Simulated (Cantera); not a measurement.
**Ammonia decomposition in nitride growth gas**

An isothermal, constant-pressure homogeneous reactor starts with NH₃ : H₂ = 1 : 1.1 (molar parts), at 2173 K and 0.133 bar.

Model: the gas-phase N/H chemistry of the illustrative SiF4/NH3 mechanism in the Surface Chemkin manual (1991), integrated in Cantera. Walls and surfaces, which speed up NH3 decomposition in real reactors, are not modelled.

| t (s) | x NH₃ | x H₂ | x NH | x N₂ | x H |
|---|---|---|---|---|---|
| 1.00e-5 | 0.476 | 0.524 | 3.81e-8 | 6.83e-11 | 2.09e-5 |
| 3.39e-5 | 0.476 | 0.524 | 5.63e-7 | 2.24e-8 | 6.89e-5 |
| 0.000115 | 0.475 | 0.524 | 6.44e-6 | 5.84e-6 | 0.000226 |
| 0.000389 | 0.473 | 0.525 | 3.58e-5 | 0.000441 | 0.000547 |
| 0.00132 | 0.462 | 0.532 | 4.30e-5 | 0.00398 | 0.000617 |
| 0.00447 | 0.428 | 0.554 | 4.22e-5 | 0.0156 | 0.000659 |
| 0.0152 | 0.334 | 0.617 | 3.97e-5 | 0.0476 | 0.000794 |
| 0.0514 | 0.157 | 0.733 | 3.21e-5 | 0.108 | 0.00121 |
| 0.174 | 0.0154 | 0.826 | 1.65e-5 | 0.156 | 0.00305 |
| 0.590 | 2.76e-5 | 0.828 | 4.68e-7 | 0.160 | 0.0121 |
| 2.00 | 4.28e-6 | 0.828 | 7.28e-8 | 0.160 | 0.0121 |
x: mole fraction; the columns are a selection and need not sum to one.

Equilibrium at this temperature and pressure: NH₃ 6.20e-7, H₂ 0.828, NH 1.05e-8, N₂ 0.160, H 0.0121 (gas phase only).
